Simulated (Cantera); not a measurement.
What does this Cantera script print?

```python
import numpy as np
import cantera as ct

gas = ct.Solution("h2o2.yaml")
gas.TPX = 1175, 1333, {'H2': 0.14, 'O2': 1}
reactor = ct.IdealGasConstPressureReactor(gas, energy="off", clone=False)
net = ct.ReactorNet([reactor])
net.rtol, net.atol = 1e-08, 1e-18
show = ['H2', 'O2', 'HO2', 'H', 'H2O', 'H2O2', 'OH']
times = np.geomspace(3e-06, 3, 11)

steps = ct.SolutionArray(gas, extra=["t"])
rows = []
print(f"{'t/s':>10s}{'T/K':>9s}{'P/Pa':>11s}" + "".join(f"{s:>11s}" for s in show))
for t in times:
    while net.time < t:
        t_next = net.step()
        steps.append(gas.state, t=t_next)
    rows.append([np.interp(t, steps.t, y) for y in (steps.T, steps.P, *steps(*show).X.T)])
    print(f"{t:10.3e}{rows[-1][0]:9.1f}{rows[-1][1]:11.4g}" + "".join(f"{x:11.3e}" for x in rows[-1][2:]))
rate = np.gradient(steps.T, steps.t)
print("integrator steps:", len(steps.t))
if steps.T.max() > steps.T[0] + 200:
    print(f"time of steepest temperature rise: {steps.t[rate.argmax()]:.4e} s")
gas.TPX = 1175, 1333, {'H2': 0.14, 'O2': 1}
gas.equilibrate("TP")
print(f"equilibrium (TP): T = {gas.T:.1f} K  " + "  ".join(f"{s} {gas[s].X[0]:.3e}" for s in show))
```

Output:

```
       t/s      T/K       P/Pa         H2         O2        HO2          H        H2O       H2O2         OH
 3.000e-06   1175.0       1333  1.228e-01  8.772e-01  1.831e-10  1.782e-10  1.816e-13  2.195e-15  4.938e-12
 1.194e-05   1175.0       1333  1.228e-01  8.772e-01  7.290e-10  6.650e-10  1.028e-11  3.463e-14  6.881e-11
 4.755e-05   1175.0       1333  1.228e-01  8.772e-01  2.904e-09  2.418e-09  4.841e-10  5.488e-13  7.601e-10
 1.893e-04   1175.0       1333  1.228e-01  8.772e-01  1.161e-08  1.761e-08  2.134e-08  8.699e-12  9.511e-09
 7.536e-04   1175.0       1333  1.228e-01  8.772e-01  8.760e-08  7.613e-06  1.502e-05  1.671e-10  4.434e-06
 3.000e-03   1175.0       1333  4.199e-03  8.023e-01  6.964e-06  3.258e-02  9.983e-02  1.956e-07  6.534e-03
 1.194e-02   1175.0       1333  2.478e-03  8.310e-01  6.973e-06  1.444e-02  1.147e-01  2.226e-07  5.103e-03
 4.755e-02   1175.0       1333  4.813e-04  8.622e-01  4.668e-06  1.123e-03  1.281e-01  2.190e-07  2.255e-03
 1.893e-01   1175.0       1333  3.310e-05  8.685e-01  1.054e-06  2.030e-05  1.304e-01  9.113e-08  5.949e-04
 7.536e-01   1175.0       1333  2.855e-06  8.690e-01  1.445e-07  5.327e-07  1.307e-01  2.445e-08  1.772e-04
 3.000e+00   1175.0       1333  3.935e-07  8.691e-01  2.518e-08  2.804e-08  1.308e-01  6.222e-09  6.643e-05
integrator steps: 1766
equilibrium (TP): T = 1175.0 K  H2 9.144e-09  O2 8.692e-01  HO2 1.139e-08  H 1.022e-10  H2O 1.308e-01  H2O2 2.685e-10  OH 1.019e-05
```

Computed with Cantera and the H2/O2 subset of GRI-Mech 3.0, which has no nitrogen chemistry. Radical loss at walls, strong at low pressure, is not modelled. The temperature is held fixed by assumption; the heat of reaction is taken as removed at once.
